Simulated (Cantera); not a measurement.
Feed: 1 mol CH3SiCl3, 850 mol H2, equilibrated at 1825 K and 0.0380 bar.

Method: chemical equilibrium by Gibbs-energy minimisation in Cantera with the NASA 1993 tables (ideal gas, pure condensed phases). Candidate condensed phases: C, C6H6, C7H8, C8H18, Si, SiC; 109 gas species. The feed counts by its element totals alone. Kinetics and transport are ignored.

Base state: H2 0.994, HCl 0.00350, H 0.00225, Si 1.45e-5, C2H2 (acetylene) 1.05e-5 (mole fractions); condensed: SiC(s).

Task: What changes in the equilibrium state with this change: temperature from 1825 K to 2173.15 K?

Result: 
```tsv
species	before	after
H2	0.994	0.970
H	0.00225	0.0244
HCl	0.00350	0.00339
Si	1.45e-5	0.000940
SiC2	1.21e-8	2.04e-5
Si2C	1.76e-7	3.21e-5
SiC(s), mol	0.977	0
```
Gases not in the tables: Si2H6 and higher silanes.
